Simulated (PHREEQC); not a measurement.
0.017 g of hydrous ferric oxide (600 m²/g; 0.2 weak and 0.005 strong sites per Fe, Dzombak-Morel constants, diffuse double layer) in 1 kg of water with 0.05 mol/kgw of an inert sodium salt, at 25 °C; the pH is set by adding NaOH or the inert anion's acid. Oxygen is held at 0.21 atm. CO2 from the air is kept out. Precipitation was switched off in this run.

Model: ion-association model, wateq4f.dat, run in PHREEQC.

### Question
Predict surface charge σ (C/m²), surface potential ψ (mV) at pH = 4.67, 6.67, 10, 12.

### Answer
```csv
pH,surface charge σ (C/m²),surface potential ψ (mV)
4.67,0.218,145
6.67,0.049,71
10,-0.074,-90
12,-0.281,-152
```
